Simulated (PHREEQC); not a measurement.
NaOH is added in steps, without added water, to 1 kg of water holding 4.3 mmol/kgw H2S, 9.8 mmol/kgw NaHCO3 and 0.21 mmol/kgw NiCl2, at 35 °C. The system is closed to oxygen. The system is closed to CO2. Solids allowed: Ni(OH)2, NiCO3, Millerite, Halite, Nahcolite, Natron. Others were left out.

Base run: PHREEQC, ion-association model, wateq4f.dat. Each further column changes one thing. The table gives pH.

| NaOH added (mol) | base | 0.004 mol/kgw Na2CO3 added | H2S replaced by NaHS at the same molality |
|---|---|---|---|
| 0 | 6.75 | 7.87 | 8.09 |
| 0.0012 | 6.95 | 8.73 | 9.04 |
| 0.0024 | 7.20 | 9.15 | 9.42 |
| 0.0036 | 7.60 | 9.39 | 9.67 |
| 0.0048 | 8.60 | 9.57 | 9.87 |
| 0.006 | 9.23 | 9.73 | 10.06 |
| 0.0072 | 9.53 | 9.87 | 10.24 |
| 0.0084 | 9.76 | 10.00 | 10.44 |
| 0.0096 | 9.95 | 10.14 | 10.65 |
| 0.0108 | 10.13 | 10.28 | 10.85 |
| 0.012 | 10.32 | 10.44 | 11.02 |

The polysulfide entries of wateq4f.dat were taken out for this run.
